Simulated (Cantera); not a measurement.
A perfectly stirred reactor is fed with 8.90 % H₂, 10.7 % O₂, 80.4 % N₂, equivalence ratio 0.41, at 50000 Pa; it is held at 1325 K, and followed from long to short residence time.

Detailed kinetics in Cantera: GRI-Mech 3.0 (53 species, 325 reactions). The temperature is held fixed by assumption; the heat of reaction is taken as removed at once.

One state of this run: x H₂ = 0.000244; x O₂ = 0.0655; x NO₂ = 2.13e-9; x H = 3.88e-5; x OH = 0.000446; x NO = 6.82e-7. x: mole fraction; the columns are a selection and need not sum to one.

Task: Which value of τ (s) does it belong to?
A. 0.11
B. 0.023
C. 0.23
D. 2.3

Result: A, 0.11
